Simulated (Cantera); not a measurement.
What does this Cantera script print?

```python
import numpy as np
import cantera as ct

gas_names = """
    B BF BF2 BF3 BH BHF2 BH2 BH3 BO BOF BOF2 BO2 B2 B2O B2O2 B2O3 B3O3F3 B3O3H3 F FO FO2 F2 F2O H HBO
    HBO2 HF HOF HO2 H2 H2F2 H2O H2O2 H3B3O6 H3F3 H4F4 H5F5 H6F6 H7F7 O OH O2 O3
""".split()
cond_names = """
    B(b) B(L) B2O3(L) B3O3H3(cr) H2O(s) H2O(L)
""".split()


# ... load() reads the species with a 1 bar reference pressure and builds the phases ...
atoms = {
    'B2O3': {'B': 2, 'O': 3},
    'HF': {'H': 1, 'F': 1},
    'H2': {'H': 2},
}
top_T = {}  # K; cautious upper limits of use, not melting points


# ... equilibrate(T, P, feed) seeds the gas with the atoms and calls Mixture.equilibrate('TP', solver="vcs", rtol=1e-11, max_steps=5000) ...
results = []
feed = {'B2O3': 1, 'HF': 3, 'H2': 1.9}  # mol
T = 1073  # K
P = 37  # Pa
mix = equilibrate(T, P, feed)
results.append((T, P, feed, dict(zip(mix.species_names, mix.species_moles))))
print(gas.report(threshold=0.001))
for i in range(1, mix.n_phases):
    print(f"{mix.phase(i).name:16s} {mix.phase_moles(i):12.5e} mol")
```

Result:

```
       temperature   1073 K
          pressure   37 Pa
           density   7.5414e-05 kg/m^3
  mean mol. weight   18.184 kg/kmol
   phase of matter   gas

                          1 kg             1 kmol
                     ---------------   ---------------
          enthalpy        -1.268e+07       -2.3057e+08  J
   internal energy       -1.3171e+07       -2.3949e+08  J
           entropy             15962        2.9025e+05  J/K
    Gibbs function       -2.9807e+07       -5.4201e+08  J
 heat capacity c_p            2104.4             38265  J/K
 heat capacity c_v            1647.1             29951  J/K

                      mass frac. Y      mole frac. X     chem. pot. / RT
                     ---------------   ---------------   ---------------
               BF3           0.31301          0.083941           -172.39
               BOF          0.048054          0.019076           -109.57
            B3O3F3          0.073625         0.0097421            -328.7
              HBO2          0.005243         0.0021759           -109.15
                HF            0.3678            0.3343           -62.413
                H2          0.044547            0.4018           -26.497
               H2O           0.14756           0.14894           -62.001
     [  +36 minor]        0.00016273        2.4146e-05

B(b)              0.00000e+00 mol
B2O3(L)           6.82028e-01 mol
B3O3H3(cr)        0.00000e+00 mol
```

Method: chemical equilibrium by Gibbs-energy minimisation in Cantera with the NASA 1993 tables (ideal gas, pure condensed phases).
